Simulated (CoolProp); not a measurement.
R245ca at several states: Z from the reference equation and from simpler models built on Tc = 174.4 °C, pc = 3941 kPa, ω = 0.355; each cubic takes its own stable root.

Values from CoolProp's reference Helmholtz-energy equation of state, Zhou 2016.

```json
[
 {"T (°C)": "120.45", "p (kPa)": "846", "phase": "gas", "reference": "0.8680", "van der Waals": "0.9055", "Redlich-Kwong": "0.8848", "Soave-Redlich-Kwong": "0.8751", "Peng-Robinson": "?"},
 {"T (°C)": "144.45", "p (kPa)": "269", "phase": "gas", "reference": "0.9687", "van der Waals": "0.9756", "Redlich-Kwong": "0.9711", "Soave-Redlich-Kwong": "0.9698", "Peng-Robinson": "0.9670"},
 {"T (°C)": "-48.95", "p (kPa)": "86", "phase": "liquid", "reference": "0.003960", "van der Waals": "0.9677", "Redlich-Kwong": "0.004477", "Soave-Redlich-Kwong": "0.004337", "Peng-Robinson": "?"},
 {"T (°C)": "139.05", "p (kPa)": "7100", "phase": "liquid", "reference": "0.2564", "van der Waals": "0.3890", "Redlich-Kwong": "0.2976", "Soave-Redlich-Kwong": "0.2870", "Peng-Robinson": "0.2552"},
 {"T (°C)": "-41.95", "p (kPa)": "842", "phase": "liquid", "reference": "?", "van der Waals": "0.06350", "Redlich-Kwong": "?", "Soave-Redlich-Kwong": "0.04147", "Peng-Robinson": "0.03688"}
]
```

### Question
Complete the blanks.

### Answer

- 120.45, Peng-Robinson: 0.8660
- -48.95, Peng-Robinson: 0.003858
- -41.95, reference: 0.03796
- -41.95, Redlich-Kwong: 0.04287

At some of these states van der Waals gives the other phase, because its saturation line lies elsewhere.
